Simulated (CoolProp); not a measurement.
Values from CoolProp's reference Helmholtz-energy equation of state, McLinden 2015.

Question: For the fluoroketone C6F12O (FK-5-1-12), give the phase and the cp (kJ/(kg K)), cv (kJ/(kg K)), speed of sound (m/s), Joule-Thomson coefficient (K/MPa) at 500 K and 0.0507 MPa; 500 K and 0.598 MPa.

Answer: 
- 500 K and 0.0507 MPa: gas; cp 1.07, cv 1.04, speed of sound 115, Joule-Thomson coefficient 5.58
- 500 K and 0.598 MPa: gas; cp 1.08, cv 1.04, speed of sound 108, Joule-Thomson coefficient 6.06
